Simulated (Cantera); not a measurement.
**Boron, boron nitride and boron oxide: BF3 + H2O + N2**

Charge: 1 mol BF3, 0.089 mol H2O, 15 mol N2, at 14.0 mbar.

Method: chemical equilibrium by Gibbs-energy minimisation in Cantera with the NASA 1993 tables (ideal gas, pure condensed phases). Candidate condensed phases: B, BN, B2O3, B3O3H3, H2O; 62 gas species. The tables' values for BF2 are old estimates; treat these amounts as uncertain. Rates play no part.

```
T (K)   x N2   x BF3    x HF    x BOF       x F     x BF2      x H     x BF
-----  -----  ------  ------  -------  --------  --------  -------  -------
2023   0.927  0.0561  0.0110  0.00549  0.000210  0.000216  6.09e-6  5.47e-7
2048   0.927  0.0560  0.0110  0.00549  0.000265  0.000270  7.40e-6  8.11e-7
2073   0.927  0.0560  0.0110  0.00549  0.000332  0.000335  8.96e-6  1.19e-6
2098   0.927  0.0559  0.0110  0.00549  0.000413  0.000414  1.08e-5  1.74e-6
2123   0.927  0.0558  0.0110  0.00549  0.000511  0.000509  1.30e-5  2.53e-6
2148   0.927  0.0557  0.0110  0.00549  0.000630  0.000624  1.56e-5  3.63e-6
2173   0.926  0.0555  0.0110  0.00549  0.000771  0.000760  1.86e-5  5.18e-6
2198   0.926  0.0553  0.0110  0.00549  0.000940  0.000922  2.21e-5  7.32e-6
2223   0.926  0.0551  0.0110  0.00548   0.00114   0.00111  2.62e-5  1.03e-5
2248   0.926  0.0549  0.0110  0.00548   0.00138   0.00134  3.09e-5  1.43e-5
```
x: gas mole fraction; nothing condenses.

From 2023 K to 2248 K nothing is condensed. The main B-bearing gas is BF3 throughout.
